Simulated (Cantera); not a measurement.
Feed: 1 mol Si₃N₄, 0.044 mol Si, 0.4 mol H₂, held at 3700 Pa.

These are equilibrium values from Cantera (NASA tables, ideal gas, pure condensed phases), not measurements of a reactor. Candidate condensed phases: Si, Si₃N₄; 18 gas species. The tables' values for SiN are old estimates; treat these amounts as uncertain. Gases not in the tables: Si₂H₆ and higher silanes. The numbers say what is thermodynamically allowed, not how fast it happens.

x: gas mole fraction; n: condensed amount in mol.

```
T (K)   x N₂   x Si    x H₂     x H    x Si₂  n Si(l)
-----  -----  -----  ------  ------  -------  -------
2525   0.675  0.154   0.110  0.0483  0.00428     2.53
2575     ___    ___     ___     ___      ___      ___
2625   0.531  0.312  0.0747  0.0603  0.00993     1.73
2675   0.422  0.436  0.0523  0.0614   0.0148    0.753
2725   0.362  0.506     ___  0.0642   0.0154        0
2775   0.359  0.511  0.0345  0.0723   0.0123        0
2825   0.356  0.515  0.0300  0.0804  0.00979        0
2875   0.354  0.517  0.0258  0.0883  0.00783        0
2925   0.352  0.518  0.0218  0.0957  0.00629        0
```

Q: Fill in the missing entries.

A: 
- 2725, x H₂: 0.0391
- 2575, x N₂: 0.613
- 2575, x Si: 0.221
- 2575, x H₂: 0.0939
- 2575, x H: 0.0552
- 2575, x Si₂: 0.00657
- 2575, n Si(l): 2.24
